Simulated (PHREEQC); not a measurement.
Ultrapure water in contact with air or piping (model solution)

Synthetic water in mg/L, 20 °C, pH 5.68, pe 10:

```
constituent            mg/L
------------------  -------
Na                     0.25
K                     0.334
Ca                    0.134
Mg                   0.0673
Cl                    0.481
S(6) as SO4           0.367
Alkalinity as HCO3     0.57
Cd                   0.0594
N(5) as NO3         0.00312
```

Valence states are taken as typed.

Model: ion-association model, phreeqc.dat, run in PHREEQC.

```
Item                            Value
--------------------  ---------------
ionic strength        4.42e-5 mol/kgw
charge-balance error            3.1 %
```

```json
[
 {"species": "CO2", "molality": "5.72e-5", "activity": "5.72e-5", "log γ": "0.000"},
 {"species": "Cl-", "molality": "1.36e-5", "activity": "1.35e-5", "log γ": "-0.003"},
 {"species": "HCO3-", "molality": "1.14e-5", "activity": "1.14e-5", "log γ": "-0.003"},
 {"species": "Na+", "molality": "1.09e-5", "activity": "1.08e-5", "log γ": "-0.003"},
 {"species": "K+", "molality": "8.54e-6", "activity": "8.48e-6", "log γ": "-0.003"},
 {"species": "SO4-2", "molality": "3.81e-6", "activity": "3.70e-6", "log γ": "-0.013"},
 {"species": "Ca+2", "molality": "3.34e-6", "activity": "3.24e-6", "log γ": "-0.013"}
]
```

No solid was allowed to form.
